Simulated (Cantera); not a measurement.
# Stirred combustor or abatement burner

A perfectly stirred reactor is fed with 9.97 % CH₄, 7.58 % H₂, 22.9 % O₂, 59.5 % N₂, equivalence ratio 1.0, at 890000 Pa; it is adiabatic with a 625 K inlet, and is followed from long to short residence time, starting on the burning branch (τ in s: 0.17, 0.073, 0.031, 0.013, 0.0055, 0.0024, 0.001, 0.00042, 0.00018, 7.6e-05, 3.2e-05, 1.4e-05).

Model: GRI-Mech 3.0 (53 species, 325 reactions), integrated in Cantera.

```json
[
 {"τ (s)": "0.17", "T (K)": "2730", "x CH₄": "5.78e-8", "x H₂": "0.0154", "x O₂": "0.00852", "x CH₂": "4.76e-9", "x C₂H₄": "<1e-12", "x CO": "0.0293"},
 {"τ (s)": "0.073", "T (K)": "2730", "x CH₄": "1.34e-7", "x H₂": "0.0154", "x O₂": "0.00854", "x CH₂": "1.11e-8", "x C₂H₄": "<1e-12", "x CO": "0.0293"},
 {"τ (s)": "0.031", "T (K)": "2730", "x CH₄": "3.16e-7", "x H₂": "0.0155", "x O₂": "0.00857", "x CH₂": "2.60e-8", "x C₂H₄": "1.03e-12", "x CO": "0.0293"},
 {"τ (s)": "0.013", "T (K)": "2730", "x CH₄": "7.50e-7", "x H₂": "0.0155", "x O₂": "0.00864", "x CH₂": "6.19e-8", "x C₂H₄": "5.78e-12", "x CO": "0.0294"},
 {"τ (s)": "0.0055", "T (K)": "2730", "x CH₄": "1.76e-6", "x H₂": "0.0155", "x O₂": "0.00879", "x CH₂": "1.45e-7", "x C₂H₄": "3.15e-11", "x CO": "0.0294"},
 {"τ (s)": "0.0024", "T (K)": "2728", "x CH₄": "3.94e-6", "x H₂": "0.0155", "x O₂": "0.00911", "x CH₂": "3.28e-7", "x C₂H₄": "1.58e-10", "x CO": "0.0295"},
 {"τ (s)": "0.0010", "T (K)": "2725", "x CH₄": "9.12e-6", "x H₂": "0.0157", "x O₂": "0.00974", "x CH₂": "7.61e-7", "x C₂H₄": "8.23e-10", "x CO": "0.0298"},
 {"τ (s)": "0.00042", "T (K)": "2714", "x CH₄": "2.04e-5", "x H₂": "0.0161", "x O₂": "0.0108", "x CH₂": "1.70e-6", "x C₂H₄": "3.95e-9", "x CO": "0.0305"},
 {"τ (s)": "0.00018", "T (K)": "2692", "x CH₄": "4.36e-5", "x H₂": "0.0171", "x O₂": "0.0125", "x CH₂": "3.58e-6", "x C₂H₄": "1.66e-8", "x CO": "0.0320"},
 {"τ (s)": "7.6e-5", "T (K)": "2649", "x CH₄": "9.14e-5", "x H₂": "0.0189", "x O₂": "0.0150", "x CH₂": "7.14e-6", "x C₂H₄": "6.30e-8", "x CO": "0.0346"},
 {"τ (s)": "3.2e-5", "T (K)": "2582", "x CH₄": "0.000188", "x H₂": "0.0217", "x O₂": "0.0187", "x CH₂": "1.33e-5", "x C₂H₄": "2.13e-7", "x CO": "0.0385"},
 {"τ (s)": "1.4e-5", "T (K)": "2496", "x CH₄": "0.000383", "x H₂": "0.0251", "x O₂": "0.0235", "x CH₂": "2.29e-5", "x C₂H₄": "6.74e-7", "x CO": "0.0432"}
]
```
x: mole fraction; the columns are a selection and need not sum to one.
